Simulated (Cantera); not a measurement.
Ignition delay

Mixture: C₃H₈ : O₂ : N₂ : H₂O = 1 : 5.43 : 35.9 : 0.16 (molar parts), at 1800 Torr, adiabatic and at constant pressure. Ignition delay is the time to a rise of 400 K.

Detailed kinetics in Cantera: GRI-Mech 3.0 (53 species, 325 reactions). GRI-Mech 3.0 was tuned for natural gas; its chemistry of propane as a main component is partial and can be far from experiment.

```json
[
 {"T0 (K)": "1300", "delay (ms)": "0.903"},
 {"T0 (K)": "1350", "delay (ms)": "0.410"},
 {"T0 (K)": "1400", "delay (ms)": "0.203"},
 {"T0 (K)": "1450", "delay (ms)": "0.109"},
 {"T0 (K)": "1500", "delay (ms)": "0.0639"},
 {"T0 (K)": "1550", "delay (ms)": "0.0401"},
 {"T0 (K)": "1600", "delay (ms)": "0.0268"},
 {"T0 (K)": "1650", "delay (ms)": "0.0189"}
]
```

apparent activation energy between 1550 and 1650 K: 160 kJ/mol
